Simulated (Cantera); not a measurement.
A perfectly stirred reactor is fed with H2 : O2 : N2 = 0.45 : 1 : 0.18 (molar parts), at 0.0267 bar; it is held at 1125 K, and followed from long to short residence time.

Computed with Cantera and the H2/O2 subset of GRI-Mech 3.0, which has no nitrogen chemistry. Radical loss at walls, strong at low pressure, is not modelled. The temperature is held fixed by assumption; the heat of reaction is taken as removed at once.

Problem. What does this change do: temperature 1125 to 1325 K?

Solution. 
```
quantity                  before     after
----------------------  --------  --------
x(H2) at τ = 3.00 s     0.000367  0.000286
x(O2) at τ = 3.00 s        0.551     0.550
x(H2O2) at τ = 3.00 s    6.14e-7   2.10e-7
x(O) at τ = 3.00 s      0.000406  0.000765
x(H2O) at τ = 3.00 s       0.319     0.319
x(H2) at τ = 20.0 ms     0.00811   0.00695
x(O2) at τ = 20.0 ms       0.543     0.532
x(H2O2) at τ = 20.0 ms   1.35e-6   7.74e-7
x(O) at τ = 20.0 ms       0.0101    0.0200
x(H2O) at τ = 20.0 ms      0.301     0.294
```

Problem. What does this change do: temperature 1125 to 1350 K?

Solution. 
| quantity | before | after |
|---|---|---|
| x(H2) at τ = 3.00 s | 0.000367 | 0.000291 |
| x(O2) at τ = 3.00 s | 0.551 | 0.550 |
| x(H2O2) at τ = 3.00 s | 6.14e-7 | 1.82e-7 |
| x(O) at τ = 3.00 s | 0.000406 | 0.000818 |
| x(H2O) at τ = 3.00 s | 0.319 | 0.319 |
| x(H2) at τ = 20.0 ms | 0.00811 | 0.00708 |
| x(O2) at τ = 20.0 ms | 0.543 | 0.530 |
| x(H2O2) at τ = 20.0 ms | 1.35e-6 | 6.98e-7 |
| x(O) at τ = 20.0 ms | 0.0101 | 0.0214 |
| x(H2O) at τ = 20.0 ms | 0.301 | 0.293 |
